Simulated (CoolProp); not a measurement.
Vapour-liquid equilibrium of R134a (1) + R124 (2) at 235.1 K; x and y are mole fractions of (1).

Model: multi-fluid Helmholtz-energy mixture model, Tillner-Roth 1994 and de Vries 1995; pair parameters Bell 2016, in CoolProp.

```
x     bubble pressure (kPa)  y at the bubble point  dew pressure at overall composition x (kPa)  liquid density (mol/L)
----  ---------------------  ---------------------  -------------------------------------------  ----------------------
0.05                  31.32                      …                                        30.25                   11.45
0.2                   36.70                  0.352                                            …                   11.76
0.35                  41.43                  0.525                                        36.64                   12.10
0.5                   45.61                  0.658                                        40.70                   12.45
0.65                  49.33                  0.769                                        45.35                   12.83
0.8                   52.68                      …                                        50.39                   13.24
0.95                  55.72                  0.966                                        55.23                   13.68
```

Problem. Fill in the missing entries.

Solution. 
- 0.05, y at the bubble point: 0.108
- 0.2, dew pressure at overall composition x (kPa): 33.19
- 0.8, y at the bubble point: 0.869

No azeotrope shows between x = 0.05 and 0.95.

The pair parameters rest on a limited set of measurements; away from them the model extrapolates.
